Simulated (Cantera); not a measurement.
Input: 1 mol borazine, 7.4 mol H2O, 0.39 mol H2, equilibrated at 1.33 mbar.

Equilibrium computed with Cantera from the NASA thermochemical tables; the gas is ideal and each condensed phase is pure. Candidate condensed phases: B, BN, B2O3, B3O3H3, H2O; 39 gas species. The feed counts by its element totals alone. The numbers say what is thermodynamically allowed, not how fast it happens. All values below are at 1802 °C.

Base state: H2 0.522, HBO2 0.155, H2O 0.129, N2 0.105, H 0.0527, B2O3 0.0217, BO 0.00610, HBO 0.00446 (mole fractions); condensed: gas only.

Problem. What changes in the equilibrium state with this change: H2O from 7.4 to 1.1 mol?

Solution. 
```json
[
 {"species": "H2", "before": "0.522", "after": "0.585"},
 {"species": "N2", "before": "0.105", "after": "0.214"},
 {"species": "BO", "before": "0.00610", "after": "0.0728"},
 {"species": "HBO2", "before": "0.155", "after": "3.10e-5"},
 {"species": "H2O", "before": "0.129", "after": "2.30e-6"},
 {"species": "B2O3", "before": "0.0217", "after": "4.91e-5"},
 {"species": "B2O2", "before": "9.32e-5", "after": "0.0133"},
 {"species": "HBO", "before": "0.00446", "after": "0.0564"},
 {"species": "H", "before": "0.0527", "after": "0.0558"},
 {"species": "B2O", "before": "<1e-9", "after": "0.00129"},
 {"species": "BH2", "before": "<1e-9", "after": "0.000415"},
 {"species": "B(s), mol", "before": "0", "after": "1.89"}
]
```
The tables' values for BH2 are old estimates; treat these amounts as uncertain.
